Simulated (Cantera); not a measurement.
Input: 1 mol Si3N4, 0.33 mol O2, 180 mol H2, held at 1298.15 K and 0.630 bar.

These are equilibrium values from Cantera (NASA tables, ideal gas, pure condensed phases), not measurements of a reactor. Mutual solubility and eutectic melting of coexisting phases are not modelled. Rates play no part.

```
species          before     after
--------------  -------  --------
H2                0.999     0.982
N2              0.00122    0.0109
SiO               <1e-9   0.00361
Si                <1e-9  0.000158
SiH2              <1e-9  0.000156
SiH               <1e-9   7.16e-5
H               1.35e-6   0.00328
Si2N2O(s), mol    0.660         0
Si3N4(s), mol     0.560         0
Si(l), mol            0      2.27
```
Gas species are given as mole fractions.

Q: What was changed between the two runs?
A. temperature from 1298.15 K to 1800 K
B. O2 from 0.33 to 0.012 mol
C. O2 from 0.33 to 1.9 mol
D. temperature from 1298.15 K to 2073 K

A: D, temperature from 1298.15 K to 2073 K. Gases not in the tables: Si2H6 and higher silanes
